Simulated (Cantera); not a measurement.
Charge: 1 mol Cu₂O, 5.1 mol CO, 1.6 mol H₂, at 1200 Pa.

These are equilibrium values from Cantera (NASA tables, ideal gas, pure condensed phases), not measurements of a reactor. Candidate condensed phases: C, C₆H₆, C₇H₈, C₈H₁₈, Cu, CuO, Cu(OH)₂, Cu₂O, H₂O; 113 gas species. Rates play no part.

**Question.** At 2375 K, list the 5 most abundant gas species with their mole fractions, and the condensed phases.

**Answer.** CO 0.522, Cu 0.224, H₂ 0.101, H₂O 0.0564, CO₂ 0.0501. Condensed: gas only.
